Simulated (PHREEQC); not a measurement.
## Nickel, zinc or cadmium bath: an equilibrium model

Solution (70 °C): 47 mmol/kgw CdSO4 and 0.039 mmol/kgw FeSO4. Closed to the air; pH follows from the charge balance.

Equilibrium calculation in PHREEQC: ion-association model, phreeqc.dat.

The pH is 5.65 and the ionic strength is 0.0933 mol/kgw. The density is 0.986 g/cm³.

```csv
species,molality,activity,log γ
Cd+2,0.0233,0.00808,-0.460
CdSO4,0.0201,0.0206,0.009
SO4-2,0.0198,0.00695,-0.454
Cd(SO4)2-2,0.00356,0.00123,-0.460
Fe+2,2.01e-5,7.62e-6,-0.422
FeSO4,1.88e-5,1.93e-5,0.009
CdOH+,7.17e-6,5.50e-6,-0.115
HSO4-,6.03e-6,4.63e-6,-0.115
H+,2.72e-6,2.22e-6,-0.089
Cd2OH+3,1.45e-6,1.34e-7,-1.035
OH-,9.72e-8,7.28e-8,-0.125
FeOH+,2.61e-8,2.02e-8,-0.113
```

No solid was allowed to form. Away from 25 °C the constants follow the database's enthalpies or fits; those with neither stay at their 25 °C values.
